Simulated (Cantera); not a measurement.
What does this Cantera script print?

```python
import numpy as np
import cantera as ct

gas = ct.Solution("gri30.yaml")
gas.TPX = 1225, 220000, {'CO': 1, 'H2': 0.79, 'CH4': 0.12, 'O2': 2.77, 'N2': 10.4, 'H2O': 2.6}
reactor = ct.IdealGasConstPressureReactor(gas, energy="on", clone=False)
net = ct.ReactorNet([reactor])
net.rtol, net.atol = 1e-08, 1e-16
show = ['CO', 'H2', 'CH4', 'NO', 'OH', 'NO2', 'N2O']
times = np.geomspace(8e-06, 2, 15)

steps = ct.SolutionArray(gas, extra=["t"])
rows = []
print(f"{'t/s':>10s}{'T/K':>9s}{'P/Pa':>11s}" + "".join(f"{s:>11s}" for s in show))
for t in times:
    while net.time < t:
        t_next = net.step()
        steps.append(gas.state, t=t_next)
    rows.append([np.interp(t, steps.t, y) for y in (steps.T, steps.P, *steps(*show).X.T)])
    print(f"{t:10.3e}{rows[-1][0]:9.1f}{rows[-1][1]:11.4g}" + "".join(f"{x:11.3e}" for x in rows[-1][2:]))
rate = np.gradient(steps.T, steps.t)
print("integrator steps:", len(steps.t))
if steps.T.max() > steps.T[0] + 200:
    print(f"time of steepest temperature rise: {steps.t[rate.argmax()]:.4e} s")
gas.TPX = 1225, 220000, {'CO': 1, 'H2': 0.79, 'CH4': 0.12, 'O2': 2.77, 'N2': 10.4, 'H2O': 2.6}
gas.equilibrate("HP")
print(f"equilibrium (HP): T = {gas.T:.1f} K  " + "  ".join(f"{s} {gas[s].X[0]:.3e}" for s in show))
```

Result:

```
       t/s      T/K       P/Pa         CO         H2        CH4         NO         OH        NO2        N2O
 8.000e-06   1225.0    2.2e+05  5.656e-02  4.468e-02  6.787e-03  5.292e-18  8.253e-09  2.785e-23  1.064e-13
 1.944e-05   1225.0    2.2e+05  5.656e-02  4.468e-02  6.787e-03  1.042e-16  4.692e-08  7.280e-21  1.043e-12
 4.723e-05   1225.2    2.2e+05  5.656e-02  4.464e-02  6.778e-03  1.056e-13  1.936e-06  2.979e-16  4.735e-11
 1.148e-04   1771.0    2.2e+05  2.902e-02  4.181e-03  3.516e-11  1.460e-06  7.998e-03  2.180e-09  5.043e-07
 2.788e-04   2057.5    2.2e+05  9.226e-04  4.394e-04  1.262e-20  6.571e-06  3.816e-03  1.154e-08  7.555e-07
 6.775e-04   2068.3    2.2e+05  3.392e-04  2.248e-04  2.259e-21  8.950e-06  2.822e-03  1.389e-08  4.023e-07
 1.646e-03   2068.4    2.2e+05  3.321e-04  2.225e-04  1.700e-21  1.376e-05  2.809e-03  2.133e-08  3.950e-07
 4.000e-03   2068.4    2.2e+05  3.320e-04  2.225e-04  1.642e-21  2.544e-05  2.809e-03  3.945e-08  3.950e-07
 9.719e-03   2068.3    2.2e+05  3.319e-04  2.224e-04  1.640e-21  5.377e-05  2.808e-03  8.341e-08  3.949e-07
 2.362e-02   2068.2    2.2e+05  3.316e-04  2.222e-04  1.636e-21  1.223e-04  2.806e-03  1.898e-07  3.947e-07
 5.738e-02   2067.9    2.2e+05  3.309e-04  2.218e-04  1.627e-21  2.869e-04  2.801e-03  4.453e-07  3.943e-07
 1.394e-01   2067.1    2.2e+05  3.292e-04  2.208e-04  1.605e-21  6.752e-04  2.790e-03  1.048e-06  3.933e-07
 3.388e-01   2065.3    2.2e+05  3.255e-04  2.186e-04  1.557e-21  1.538e-03  2.765e-03  2.389e-06  3.916e-07
 8.231e-01   2062.1    2.2e+05  3.187e-04  2.146e-04  1.470e-21  3.123e-03  2.719e-03  4.856e-06  3.899e-07
 2.000e+00   2058.7    2.2e+05  3.118e-04  2.104e-04  1.380e-21  4.792e-03  2.671e-03  7.458e-06  3.898e-07
integrator steps: 1401
time of steepest temperature rise: 9.8589e-05 s
equilibrium (HP): T = 2057.7 K  CO 3.096e-04  H2 2.091e-04  CH4 2.156e-21  NO 5.311e-03  OH 2.656e-03  NO2 8.269e-06  N2O 3.902e-07
```

Detailed kinetics in Cantera: GRI-Mech 3.0 (53 species, 325 reactions).
